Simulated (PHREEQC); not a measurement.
A solution holds 0.0084 mol/kgw KH2PO4, 0.0075 mol/kgw KOH and 0.00052 mol/kgw KCl, at 77 °C. Closed to the air; pH follows from the charge balance.

Equilibrium calculation in PHREEQC: ion-association model, phreeqc.dat.

Each row changes one thing in this solution. No solid was allowed to form.

```json
[
 {"case": "as made", "pH": "7.79", "ionic strength (mol/kgw)": "0.0237", "SI of Sylvite (KCl)": "-6.34"},
 {"case": "KH2PO4 from 0.0084 to 0.00924 mol/kgw", "pH": "7.51", "ionic strength (mol/kgw)": "0.0245", "SI of Sylvite (KCl)": "-6.32"},
 {"case": "KOH from 0.0075 to 0.0112 mol/kgw", "pH": "9.98", "ionic strength (mol/kgw)": "0.0286", "SI of Sylvite (KCl)": "-6.26"},
 {"case": "KH2PO4 from 0.0084 to 0.042 mol/kgw", "pH": "6.13", "ionic strength (mol/kgw)": "?", "SI of Sylvite (KCl)": "-5.92"},
 {"case": "KH2PO4 left out", "pH": "10.48", "ionic strength (mol/kgw)": "0.00802", "SI of Sylvite (KCl)": "?"},
 {"case": "KCl replaced by HCl at the same molality", "pH": "?", "ionic strength (mol/kgw)": "0.0226", "SI of Sylvite (KCl)": "?"},
 {"case": "temperature from 77 to 70 °C", "pH": "7.81", "ionic strength (mol/kgw)": "0.0237", "SI of Sylvite (KCl)": "-6.31"},
 {"case": "temperature from 77 to 10 °C", "pH": "?", "ionic strength (mol/kgw)": "0.0237", "SI of Sylvite (KCl)": "-6.02"}
]
```

**Question.** What belongs in the gaps?

**Answer.** 
- KH2PO4 from 0.0084 to 0.042 mol/kgw, ionic strength (mol/kgw): 0.0570
- KH2PO4 left out, SI of Sylvite (KCl): -6.59
- KCl replaced by HCl at the same molality, pH: 7.58
- KCl replaced by HCl at the same molality, SI of Sylvite (KCl): -6.35
- temperature from 77 to 10 °C, pH: 7.97

Complexes and solids missing from the database can't appear. Constants without temperature data keep their 25 °C values here.
